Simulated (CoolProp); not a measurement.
Hexamethyldisiloxane (MM) at several states: fugacity coefficient from the reference equation and from simpler models built on Tc = 518.7 K, pc = 1.931 MPa, ω = 0.418; each cubic takes its own stable root.

Computed with CoolProp (reference Helmholtz-energy equation of state, Thol 2016).

```json
[
 {"T (K)": "302.6", "p (MPa)": "0.0141", "phase": "liquid", "reference": "0.4892", "van der Waals": "0.9925", "Redlich-Kwong": "0.9891", "Soave-Redlich-Kwong": "0.4862", "Peng-Robinson": "0.5085"},
 {"T (K)": "481.2", "p (MPa)": "2.6", "phase": "liquid", "reference": "0.3432", "van der Waals": "0.4639", "Redlich-Kwong": "0.3995", "Soave-Redlich-Kwong": "0.3596", "Peng-Robinson": "0.3444"},
 {"T (K)": "609", "p (MPa)": "0.0357", "phase": "gas", "reference": "0.9963", "van der Waals": "0.9963", "Redlich-Kwong": "0.9961", "Soave-Redlich-Kwong": "0.9966", "Peng-Robinson": "0.9961"},
 {"T (K)": "256.4", "p (MPa)": "0.94", "phase": "liquid", "reference": "0.0005027", "van der Waals": "0.05853", "Redlich-Kwong": "0.004351", "Soave-Redlich-Kwong": "0.0005135", "Peng-Robinson": "0.0005692"}
]
```

At some of these states van der Waals, Redlich-Kwong gives the other phase, because its saturation line lies elsewhere.
